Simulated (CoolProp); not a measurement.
R227EA at 293.15 K and 0.789 MPa flows at 0.06 m/s in a round tube of 25 mm bore and 15 µm roughness, fully developed (64/Re and Nu = 3.66 if laminar; Colebrook and Gnielinski if turbulent). Each further row changes one setting.

Values from CoolProp's reference Helmholtz-energy equation of state, Lemmon 2016.

```csv
case,Reynolds number,Darcy friction factor,pressure drop (Pa/m),heat-transfer coefficient (W/(m² K)),mass flow (kg/h)
as stated,(withheld),0.0334,3.40,(withheld),150
velocity 0.12 m/s,16400,0.0283,(withheld),270,299
diameter 50 mm,16400,0.0278,1.41,133,599
```

Question: Complete the blanks.

Answer: 
- as stated, Reynolds number: 8190
- as stated, heat-transfer coefficient (W/(m² K)): 141
- velocity 0.12 m/s, pressure drop (Pa/m): 11.5

Viscosity comes from a separate model (Huber 2003), an estimate that may be off by 10 % or more. Thermal conductivity comes from a separate model (Huber 2003), an estimate that may be off by 10 % or more.
